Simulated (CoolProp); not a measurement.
C3F8 (R218) along the isobar 0.769 MPa: Z from the reference equation and from simpler models built on Tc = 71.9 °C, pc = 2.640 MPa, ω = 0.317; each cubic takes its own stable root.

Model: reference Helmholtz-energy equation of state, Lemmon 2006, in CoolProp. It is a short technical equation, of lower accuracy than the large ones.

| T (°C) | phase | reference | van der Waals | Soave-Redlich-Kwong |
|---|---|---|---|---|
| -47.45 | liquid | 0.04654 | 0.07474 | (withheld) |
| -16.85 | liquid | 0.04424 | (withheld) | 0.04690 |
| 13.75 | liquid | 0.04367 | (withheld) | 0.04750 |
| 44.35 | gas | (withheld) | 0.8825 | 0.8529 |
| 75.05 | gas | (withheld) | 0.9086 | 0.8973 |
| 105.65 | gas | 0.9280 | 0.9271 | 0.9264 |
| 136.25 | gas | 0.9471 | 0.9410 | 0.9466 |
| 166.85 | gas | 0.9606 | 0.9515 | 0.9612 |

### Question
What belongs in the gaps?

### Answer

- -47.45, Soave-Redlich-Kwong: 0.04899
- -16.85, van der Waals: 0.07138
- 13.75, van der Waals: 0.8442
- 44.35, reference: 0.8523
- 75.05, reference: 0.8994

At some of these states van der Waals gives the other phase, because its saturation line lies elsewhere.
